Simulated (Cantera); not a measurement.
Input: 1 mol AlCl3, 16 mol H2O, 190 mol H2, held at 1173 K and 0.000470 bar.

These are equilibrium values from Cantera (NASA tables, ideal gas, pure condensed phases), not measurements of a reactor. Candidate condensed phases: Al, AlCl3, Al2O3, H2O; 29 gas species. Rates play no part.

Base state: H2 0.916, H2O 0.0699, HCl 0.0145 (mole fractions); condensed: Al2O3(s).

**Question.** What changes in the equilibrium state with this change: temperature from 1173 K to 1675 K?

**Answer.** 
| species | before | after |
|---|---|---|
| H2 | 0.916 | 0.911 |
| H2O | 0.0699 | 0.0697 |
| HCl | 0.0145 | 0.0144 |
| H | 5.20e-6 | 0.00511 |
| OH | 2.74e-9 | 1.89e-5 |
| Cl | 7.18e-8 | 6.29e-5 |
| Al2O3(s), mol | 0.500 | 0.500 |
